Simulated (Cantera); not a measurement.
Cantera run, input and output.

```python
import numpy as np
import cantera as ct

gas = ct.Solution("h2o2.yaml")
gas.TPX = 1250, 78000, {'H2': 1.1, 'O2': 1, 'N2': 0.73}
reactor = ct.IdealGasConstPressureReactor(gas, energy="off", clone=False)
net = ct.ReactorNet([reactor])
net.rtol, net.atol = 1e-08, 1e-18
show = ['H2', 'O2', 'H2O', 'H', 'O', 'OH', 'H2O2']
times = np.geomspace(1e-05, 4, 15)

steps = ct.SolutionArray(gas, extra=["t"])
rows = []
print(f"{'t/s':>10s}{'T/K':>9s}{'P/Pa':>11s}" + "".join(f"{s:>11s}" for s in show))
for t in times:
    while net.time < t:
        t_next = net.step()
        steps.append(gas.state, t=t_next)
    rows.append([np.interp(t, steps.t, y) for y in (steps.T, steps.P, *steps(*show).X.T)])
    print(f"{t:10.3e}{rows[-1][0]:9.1f}{rows[-1][1]:11.4g}" + "".join(f"{x:11.3e}" for x in rows[-1][2:]))
rate = np.gradient(steps.T, steps.t)
print("integrator steps:", len(steps.t))
if steps.T.max() > steps.T[0] + 200:
    print(f"time of steepest temperature rise: {steps.t[rate.argmax()]:.4e} s")
gas.TPX = 1250, 78000, {'H2': 1.1, 'O2': 1, 'N2': 0.73}
gas.equilibrate("TP")
print(f"equilibrium (TP): T = {gas.T:.1f} K  " + "  ".join(f"{s} {gas[s].X[0]:.3e}" for s in show))
```

It prints:

```
       t/s      T/K       P/Pa         H2         O2        H2O          H          O         OH       H2O2
 1.000e-05   1250.0    7.8e+04  3.886e-01  3.533e-01  3.519e-05  2.642e-05  5.779e-06  3.449e-06  1.421e-08
 2.513e-05   1250.0    7.8e+04  1.027e-01  2.283e-01  2.691e-01  8.227e-02  2.353e-02  1.477e-02  2.820e-05
 6.314e-05   1250.0    7.8e+04  5.874e-03  1.985e-01  4.732e-01  5.182e-04  9.634e-04  1.981e-03  1.721e-05
 1.587e-04   1250.0    7.8e+04  1.333e-03  1.976e-01  4.804e-01  2.747e-05  1.104e-04  5.724e-04  5.264e-06
 3.986e-04   1250.0    7.8e+04  3.171e-04  1.974e-01  4.819e-01  2.857e-06  2.012e-05  2.629e-04  1.556e-06
 1.002e-03   1250.0    7.8e+04  5.206e-05  1.973e-01  4.823e-01  2.763e-07  4.539e-06  1.421e-04  5.204e-07
 2.517e-03   1250.0    7.8e+04  4.898e-06  1.973e-01  4.824e-01  2.333e-08  1.298e-06  8.086e-05  1.935e-07
 6.325e-03   1250.0    7.8e+04  4.948e-07  1.974e-01  4.824e-01  3.230e-09  4.436e-07  4.758e-05  7.466e-08
 1.589e-02   1250.0    7.8e+04  1.447e-07  1.974e-01  4.824e-01  7.503e-10  1.680e-07  2.920e-05  3.027e-08
 3.993e-02   1250.0    7.8e+04  6.505e-08  1.974e-01  4.824e-01  2.370e-10  7.139e-08  1.899e-05  1.352e-08
 1.003e-01   1250.0    7.8e+04  4.509e-08  1.974e-01  4.824e-01  1.284e-10  4.041e-08  1.426e-05  7.948e-09
 2.521e-01   1250.0    7.8e+04  4.274e-08  1.974e-01  4.824e-01  1.141e-10  3.515e-08  1.329e-05  6.993e-09
 6.335e-01   1250.0    7.8e+04  4.270e-08  1.974e-01  4.824e-01  1.138e-10  3.504e-08  1.327e-05  6.973e-09
 1.592e+00   1250.0    7.8e+04  4.270e-08  1.974e-01  4.824e-01  1.138e-10  3.504e-08  1.327e-05  6.973e-09
 4.000e+00   1250.0    7.8e+04  4.270e-08  1.974e-01  4.824e-01  1.138e-10  3.504e-08  1.327e-05  6.973e-09
integrator steps: 1568
equilibrium (TP): T = 1250.0 K  H2 4.270e-08  O2 1.974e-01  H2O 4.824e-01  H 1.138e-10  O 3.504e-08  OH 1.327e-05  H2O2 6.973e-09
```

Cantera simulation using the H2/O2 subset of GRI-Mech 3.0, which has no nitrogen chemistry; the numbers are that mechanism's predictions, not measurements. The temperature is held fixed by assumption; the heat of reaction is taken as removed at once.
